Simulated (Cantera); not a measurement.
Source: NASA polynomial tables (part measured, part estimated), evaluated in Cantera. Values are per mole of reaction as written; species without (g) are pure solids or liquids, kept so even where they would boil at 1 bar.

H₂S(g) + 6 HF(g) → 4 H₂(g) + SF₆(g)

| T (K) | ΔH° (kJ) | ΔS° (J/K) | ΔG° (kJ) | log10 K |
|---|---|---|---|---|
| 1125 | ? | ? | ? | ? |
| 1175 | 467.7 | -388.7 | 924.4 | -41.09 |
| 1225 | ? | ? | ? | ? |
| 1275 | 471.8 | -385.3 | 963.1 | -39.46 |
| 1325 | ? | ? | ? | ? |
| 1375 | 475.8 | -382.3 | 1001.5 | -38.05 |
| 1425 | 477.8 | -380.9 | 1020.6 | -37.41 |
| 1475 | ? | ? | ? | ? |
| 1525 | 481.6 | -378.3 | 1058.6 | -36.26 |
| 1575 | 483.5 | -377.1 | 1077.4 | -35.73 |

Q: Some entries are withheld; supply them.

A: 
- 1125, ΔH° (kJ): 465.6
- 1125, ΔS° (J/K): -390.5
- 1125, ΔG° (kJ): 905.0
- 1125, log10 K: -42.02
- 1225, ΔH° (kJ): 469.8
- 1225, ΔS° (J/K): -387.0
- 1225, ΔG° (kJ): 943.8
- 1225, log10 K: -40.24
- 1325, ΔH° (kJ): 473.8
- 1325, ΔS° (J/K): -383.8
- 1325, ΔG° (kJ): 982.4
- 1325, log10 K: -38.73
- 1475, ΔH° (kJ): 479.7
- 1475, ΔS° (J/K): -379.6
- 1475, ΔG° (kJ): 1039.6
- 1475, log10 K: -36.82
